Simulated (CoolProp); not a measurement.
Dodecamethylcyclohexasiloxane (D6) along the isotherm 346.85 °C: fugacity coefficient from the reference equation and from simpler models built on Tc = 372.6 °C, pc = 0.9614 MPa, ω = 0.736; each cubic takes its own stable root.

Model: reference Helmholtz-energy equation of state, Colonna 2008, in CoolProp. It is a short technical equation, of lower accuracy than the large ones.

| p (MPa) | phase | reference | van der Waals | Soave-Redlich-Kwong | Peng-Robinson |
|---|---|---|---|---|---|
| 0.481 | gas | 0.7746 | 0.8368 | 0.8028 | 0.7876 |
| 0.961 | liquid | 0.4993 | 0.6323 | 0.5331 | 0.5149 |
| 1.44 | liquid | 0.3602 | 0.4747 | 0.3879 | 0.3712 |
| 1.92 | liquid | 0.2912 | 0.3971 | 0.3157 | 0.2995 |
| 2.4 | liquid | 0.2506 | 0.3525 | 0.2732 | 0.2570 |
| 2.88 | liquid | 0.2243 | 0.3249 | 0.2457 | 0.2292 |
| 3.36 | liquid | 0.2062 | 0.3071 | 0.2268 | 0.2100 |
| 3.85 | liquid | 0.1931 | 0.2956 | 0.2132 | 0.1958 |
| 4.33 | liquid | 0.1838 | 0.2888 | 0.2035 | 0.1855 |
| 4.81 | liquid | 0.1769 | 0.2852 | 0.1965 | 0.1778 |
